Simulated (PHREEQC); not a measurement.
A PHREEQC input (ion-association model, phreeqc.dat):

```
SOLUTION 1
  temp 25
  units mg/L
  pH 6.47
  pe 8.9
  Na 2490
  K 103
  Ca 1.5
  Mg 24.5
  Cl 3420
  S(6) 843 as SO4
  Alkalinity 12.6 as HCO3 charge
  B 0.991
  Si 31.9 as SiO2
  Zn 4.77
  Br 29.1
END
USE solution 1
EQUILIBRIUM_PHASES 1
  Chalcedony 0 0
  Quartz 0 0.5
  CO2(g) -2 10
END
```

It stops with these messages:

```
ERROR: Alkalinity cannot be used with charge balance or solution phase boundary constraints.
ERROR: Program terminating due to input errors.
```

The fault: charge balance asked on alkalinity. The line should read `as HCO3` where the input has `as HCO3 charge`. With the mend the run ends at pH 6.01 and ionic strength 0.121 mol/kgw.
